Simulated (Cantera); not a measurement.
Feed: 1 mol Si2H6, 0.052 mol O2, at 0.160 bar.

Method: chemical equilibrium by Gibbs-energy minimisation in Cantera with the NASA 1993 tables (ideal gas, pure condensed phases). Candidate condensed phases: H2O, Si, SiO2; 18 gas species. The feed counts by its element totals alone. Mutual solubility and eutectic melting of coexisting phases are not modelled. The tables hold silica as quartz up to 1696 K and as liquid above; real silica turns to tridymite and cristobalite and melts near 1996 K. Gases not in the tables: Si2H6 and higher silanes. The numbers say what is thermodynamically allowed, not how fast it happens.

### Question
Which condensed phases are stable at each of these points (T (°C)): 852, 1002, 1152, 1302, 1452, 1602, 1752?

### Answer
```
T (°C)        condensed phases  Si condensed (%)
------  ----------------------  ----------------
852     Si(s) + SiO2(β-quartz)             100.0
1002    Si(s) + SiO2(β-quartz)             100.0
1152    Si(s) + SiO2(β-quartz)              99.9
1302    Si(s) + SiO2(β-quartz)              98.2
1452                     Si(l)              94.8
1602                     Si(l)              94.8
1752                     Si(l)              94.7
```

From 852 °C to 1302 °C the condensed part is Si(s) + SiO2(β-quartz). From 1452 °C to 1752 °C the condensed part is Si(l).
